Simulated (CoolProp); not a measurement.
Properties of R245fa along the isotherm 367.5 K (Tc = 427.0 K, pc = 3.651 MPa, ω = 0.378).

Values from CoolProp's reference Helmholtz-energy equation of state, Akasaka 2015.

```tsv
p (MPa)	phase	density (kg/m³)	Joule-Thomson coefficient (K/MPa)	conductivity (mW/(m K))
0.14	gas	6.284	14.08	?
0.281	gas	?	14.62	22.0
0.421	gas	?	?	?
0.562	gas	27.33	15.93	22.2
0.702	gas	35.24	?	22.3
0.843	gas	43.85	17.65	22.5
0.983	gas	53.21	18.76	22.8
1.26	liquid	1118	0.2175	71.9
1.4	liquid	1120	?	72.0
1.54	liquid	1121	0.2024	?
1.69	liquid	1122	0.1946	72.3
1.83	liquid	1124	0.1875	72.4
```

**Question.** Some entries are withheld; supply them.

**Answer.** 
- 0.14, conductivity (mW/(m K)): 21.9
- 0.281, density (kg/m³): 12.93
- 0.421, density (kg/m³): 19.89
- 0.421, Joule-Thomson coefficient (K/MPa): 15.23
- 0.421, conductivity (mW/(m K)): 22.1
- 0.702, Joule-Thomson coefficient (K/MPa): 16.72
- 1.4, Joule-Thomson coefficient (K/MPa): 0.2098
- 1.54, conductivity (mW/(m K)): 72.2

Thermal conductivity comes from a separate model (Huber 2003), an estimate that may be off by 10 % or more.
